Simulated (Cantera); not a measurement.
An isothermal, constant-pressure homogeneous reactor starts with 98.8 % N2O, 1.19 % H2O, at 1525 K and 0.133 bar.

Model: GRI-Mech 3.0 (53 species, 325 reactions), integrated in Cantera. GRI-Mech 3.0 was tuned for natural gas; its chemistry of N2O as a main component is partial and can be far from experiment. The temperature is held fixed by assumption; the heat of reaction is taken as removed at once.

**Question.** Predict: x(N2O) at 6.00 s; x(H2O) at 6.00 s; x(H2) at 6.00 s; x(OH) at 6.00 s; x(O2) at 6.00 s; x(H) at 6.00 s.

**Answer.** 
* **x(N2O) at 6.00 s**: 6.17e-6 (gas-phase equilibrium 3.24e-8)
* **x(H2O) at 6.00 s**: 0.00791 (gas-phase equilibrium 0.00791)
* **x(H2) at 6.00 s**: 1.14e-7 (gas-phase equilibrium 9.98e-8)
* **x(OH) at 6.00 s**: 4.77e-5 (gas-phase equilibrium 5.07e-5)
* **x(O2) at 6.00 s**: 0.257 (gas-phase equilibrium 0.330)
* **x(H) at 6.00 s**: 2.21e-8 (gas-phase equilibrium 2.06e-8)
